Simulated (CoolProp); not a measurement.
A single-stage vapour-compression cycle with the fluid: evaporating at 240.15 K (dew point), condensing at 286.15 K (bubble point), superheat 0 K, subcooling 0 K, compressor efficiency 0.6, no pressure losses. The same conditions are run with several fluids, on thermodynamics alone (safety and materials aside).

Model: reference Helmholtz-energy equation of state of each fluid (carbonyl sulfide: Lemmon 2006; ethane: Bücker 2006; R410A: Lemmon 2003; isobutane: Bücker 2006; chlorine: Thol 2021; R404A: Lemmon 2003), in CoolProp. Blends and air are pseudo-pure fits.

| fluid | cooling COP | pressure ratio | discharge temperature (K) | refrigerating effect (kJ/kg) | volumetric capacity (kJ/m³) |
|---|---|---|---|---|---|
| carbonyl sulfide | 2.61 | 4.46 | 376.5 | 239 | 1590 |
| ethane | 2.06 | 3.32 | 326.8 | 244 | 4270 |
| R410A | 2.50 | 5.00 | 341.6 | 188 | 1760 |
| isobutane | 2.60 | 6.00 | 312.7 | 280 | 338 |
| chlorine | 2.60 | 5.23 | 433.7 | 242 | 935 |
| R404A | 2.39 | 5.06 | 314.9 | 129 | 1210 |
